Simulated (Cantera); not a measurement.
Charge: 1 mol Si, 0.9 mol Cl2, 3.2 mol H2, equilibrated at 1075 K and 6830 Torr.

These are equilibrium values from Cantera (NASA tables, ideal gas, pure condensed phases), not measurements of a reactor. The tables' values for SiCl3 are old estimates; treat these amounts as uncertain. Equilibrium is a limit: real reactors are often held back by kinetics, nucleation or transport.

```json
[
 {"species": "H2", "before": "0.845", "after": "0.848"},
 {"species": "SiHCl3", "before": "0.0675", "after": "0.0690"},
 {"species": "SiCl4", "before": "0.0673", "after": "0.0677"},
 {"species": "HCl", "before": "0.0105", "after": "0.00705"},
 {"species": "SiCl2", "before": "0.000253", "after": "0.000104"},
 {"species": "SiCl3", "before": "0.00104", "after": "0.000578"},
 {"species": "SiH3Cl", "before": "0.000244", "after": "0.000226"},
 {"species": "SiH2Cl2", "before": "0.00792", "after": "0.00779"},
 {"species": "Si(s), mol", "before": "0.483", "after": "0.479"}
]
```
Gas species are given as mole fractions.

Question: Which change was made?
(A) Cl2 from 0.9 to 2.3 mol
(B) Cl2 from 0.9 to 2.2 mol
(C) temperature from 1075 K to 1023.15 K
(D) temperature from 1075 K to 750 K

Answer: C, temperature from 1075 K to 1023.15 K
